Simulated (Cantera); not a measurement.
Input (Python, Cantera):

```python
import numpy as np
import cantera as ct

surf = ct.Interface("ptcombust.yaml", "Pt_surf")
gas = surf.adjacent["gas"]
gas.TPX = 300, 4500, {'CH4': 0.07, 'O2': 0.14, 'N2': 0.79}
jet = ct.ImpingingJet(gas=gas, width=0.052, surface=surf)
jet.inlet.mdot, jet.inlet.T, jet.inlet.X = 0.046, 300, {'CH4': 0.07, 'O2': 0.14, 'N2': 0.79}
jet.set_refine_criteria(ratio=10, slope=0.2, curve=0.3)
show, cover = ['CH4', 'O2', 'H2O', 'OH', 'CO', 'CO2'], ["PT(S)", "H(S)", "O(S)", "OH(S)", "CO(S)", "C(S)"]

rows = []
print(f"{'Ts/K':>7s}" + "".join(f"{s:>11s}" for s in show + cover) + "   (gas at the wall, coverages)")
for i, Ts in enumerate([850, 900, 950, 1000, 1050, 1100, 1150]):
    jet.surface.T = Ts
    if i == 0:
        surf.TP = Ts, 4500
        surf.coverages = "PT(S):0.5, O(S):0.5"
        surf.advance_coverages(1.0)
        jet.set_initial_guess(products="inlet")
    jet.solve(loglevel=0, auto=(i == 0))
    rows.append([*(jet.X[gas.species_index(s), -1] for s in show), *surf[cover].coverages])
    print(f"{Ts:7g}" + "".join(f"{x:11.3e}" for x in rows[-1]))
```

It prints:

```
   Ts/K        CH4         O2        H2O         OH         CO        CO2      PT(S)       H(S)       O(S)      OH(S)      CO(S)       C(S)   (gas at the wall, coverages)
    850  5.744e-02  1.129e-01  2.382e-02  1.257e-08  1.712e-05  1.550e-02  1.749e-01  3.135e-08  8.240e-01  1.041e-03  2.238e-05  5.717e-08
    900  4.642e-02  8.930e-02  4.447e-02  5.027e-08  2.043e-05  2.909e-02  2.559e-01  1.097e-07  7.428e-01  1.302e-03  2.050e-05  7.293e-08
    950  3.480e-02  6.459e-02  6.603e-02  1.616e-07  2.234e-05  4.340e-02  3.499e-01  3.047e-07  6.487e-01  1.414e-03  1.680e-05  8.043e-08
   1000  2.532e-02  4.456e-02  8.344e-02  4.327e-07  2.373e-05  5.507e-02  4.514e-01  7.084e-07  5.472e-01  1.379e-03  1.306e-05  8.162e-08
   1050  1.868e-02  3.060e-02  9.549e-02  1.002e-06  2.579e-05  6.322e-02  5.539e-01  1.446e-06  4.448e-01  1.247e-03  1.015e-05  8.081e-08
   1100  1.433e-02  2.150e-02  1.033e-01  2.058e-06  2.962e-05  6.853e-02  6.517e-01  2.693e-06  3.472e-01  1.067e-03  8.200e-06  8.131e-08
   1150  1.155e-02  1.574e-02  1.082e-01  3.827e-06  3.656e-05  7.187e-02  7.394e-01  4.687e-06  2.597e-01  8.745e-04  7.013e-06  8.498e-08
```

Detailed kinetics in Cantera: Deutschmann's 1995 Pt surface mechanism with GRI-Mech 3.0 gas chemistry. Catalytic surfaces can have several steady states; this one follows from the mechanism file's or the stated starting coverage.
